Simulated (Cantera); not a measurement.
A freely propagating, adiabatic, planar premixed flame of CH4 : O2 : N2 = 1 : 1.54 : 5.78 (molar parts), unburnt at 600 K and 113 Torr; mixture-averaged transport, grid criteria slope 0.08 and curve 0.16, no radiation.

Model: GRI-Mech 3.0 (53 species, 325 reactions), integrated in Cantera. Burning velocities carry a grid error of a few per cent, more on coarse grids.

Problem. What does this change do: CH4 1 to 0.77 parts?

Solution. 
```json
[
 {"quantity": "laminar burning velocity", "before": "149 cm/s", "after": "184 cm/s"},
 {"quantity": "thermal thickness", "before": "1.91 mm", "after": "1.75 mm"},
 {"quantity": "peak x(OH)", "before": "0.00727", "after": "0.0116"},
 {"quantity": "peak x(O)", "before": "0.00204", "after": "0.00740"},
 {"quantity": "peak x(HCO)", "before": "9.14e-5", "after": "0.000106"}
]
```
